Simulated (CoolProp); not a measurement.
Vapour-liquid equilibrium of R22 (1) + methanol (2) at 0.455 bar; x and y are mole fractions of (1).

Model: multi-fluid Helmholtz-energy mixture model, Kamei 1995 and de Reuck 1993; pair parameters Bell 2016, in CoolProp.

**Question.** Give the bubble temperature and the first vapour's composition at x = 0.65, 0.8, 0.95. Is there an azeotrope?

**Answer.** x = 0.65: -50.7 °C, y = 0.999; x = 0.8: -53.2 °C, y = 0.999; x = 0.95: -55.7 °C, y = 1.000. No azeotrope shows between x = 0.05 and 0.95.

Pair parameters are fitted to limited data, so mixtures are less certain than the pure fluids. With so large a gap from Raoult's law the liquid may split in two, which this calculation doesn't test in full.
